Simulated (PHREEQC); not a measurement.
0.72 g of hydrous ferric oxide (600 m²/g; 0.2 weak and 0.005 strong sites per Fe, Dzombak-Morel constants, diffuse double layer) in 1 kg of water with 0.01 mol/kgw of an inert sodium salt, at 25 °C; the pH is set by adding NaOH or the inert anion's acid. Oxygen is held at 0.21 atm. The system is closed to CO2. Nothing may precipitate in this run.

Model: ion-association model, wateq4f.dat, run in PHREEQC.

```
pH    surface charge σ (C/m²)  surface potential ψ (mV)
----  -----------------------  ------------------------
3                       0.326                       202
3.5                     0.277                       [?]
4                       0.218                       184
4.5                     0.162                       169
5                       0.114                       [?]
5.5                     0.077                       [?]
6                       0.050                       110
6.5                       [?]                        86
7                       0.017                        61
7.5                     0.008                        34
8                       0.001                         6
8.5                       [?]                       -22
9                      -0.013                       -49
9.5                    -0.024                       -75
10                     -0.041                      -100
10.5                   -0.065                      -123
11                     -0.100                      -143
```

Question: What belongs in the gaps?

Answer: 
- 3.5, surface potential ψ (mV): 196
- 5, surface potential ψ (mV): 152
- 5.5, surface potential ψ (mV): 132
- 6.5, surface charge σ (C/m²): 0.030
- 8.5, surface charge σ (C/m²): -0.005

The oxide is taken as insoluble; below pH 4 it would dissolve.
